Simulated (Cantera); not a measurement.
A perfectly stirred reactor is fed with 4.88 % CH4, 0.878 % H2, 16.2 % O2, 61.0 % N2, 17.1 % CO2, equivalence ratio 0.63, at 2.17 atm; it is adiabatic with a 625 K inlet, and is followed from long to short residence time, starting on the burning branch (τ in s: 0.26, 0.12, 0.053, 0.024, 0.011, 0.0049, 0.0022, 0.001, 0.00045, 0.00021, 9.3e-05, 4.2e-05, 1.9e-05).

Model: GRI-Mech 3.0 (53 species, 325 reactions), integrated in Cantera.

Predict: blow-out, bracketed by the residence times tried; x(CH4) at τ = 0.260 s; x(H2) at τ = 0.260 s; x(O2) at τ = 0.260 s; x(CH2) at τ = 0.260 s; x(NO) at τ = 0.260 s; x(CH4) at τ = 2.20 ms; x(H2) at τ = 2.20 ms; x(O2) at τ = 2.20 ms; x(CH2) at τ = 2.20 ms; x(NO) at τ = 2.20 ms.

blow-out, bracketed by the residence times tried: burning at 0.450 ms, out at 0.210 ms
x(CH4) at τ = 0.260 s: 6.12e-6
x(H2) at τ = 0.260 s: 2.40e-5
x(O2) at τ = 0.260 s: 0.0603
x(CH2) at τ = 0.260 s: 8.20e-9
x(NO) at τ = 0.260 s: 4.37e-6
x(CH4) at τ = 2.20 ms: 0.000156
x(H2) at τ = 2.20 ms: 0.000500
x(O2) at τ = 2.20 ms: 0.0626
x(CH2) at τ = 2.20 ms: 5.07e-7
x(NO) at τ = 2.20 ms: 2.62e-6
